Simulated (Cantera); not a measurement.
Charge: 1 mol SiH2Cl2, 96 mol N2, 1.2 mol H2, at 2025 K and 0.158 Torr.

Cantera equilibrium calculation (NASA polynomials, part measured and part estimated; ideal gas, pure solids and liquids). Candidate condensed phases: NH4Cl, Si, Si3N4; 28 gas species. The tables' values for SiCl, SiN are old estimates; treat these amounts as uncertain. Rates play no part.

Base state: N2 0.948, H 0.0135, H2 0.0103, HCl 0.00924, Cl 0.00896, Si 0.00890, SiCl2 0.000617, SiCl 0.000309 (mole fractions); condensed: gas only.

Question: What changes in the equilibrium state with this change: temperature from 2025 K to 948 K?

Answer: 
```
species          before    after
-------------  --------  -------
N2                0.948    0.968
HCl             0.00924   0.0202
H2               0.0103   0.0122
H                0.0135  4.00e-9
SiCl4             <1e-9  2.53e-5
Si              0.00890    <1e-9
Cl              0.00896  6.30e-9
SiCl           0.000309    <1e-9
SiN             3.08e-5    <1e-9
SiCl2          0.000617  1.83e-7
Si3N4(s), mol         0    0.332
```
N2 is the only nitrogen source here; it is nearly inert below about 1500 K, so the nitride shown seldom forms there in practice.
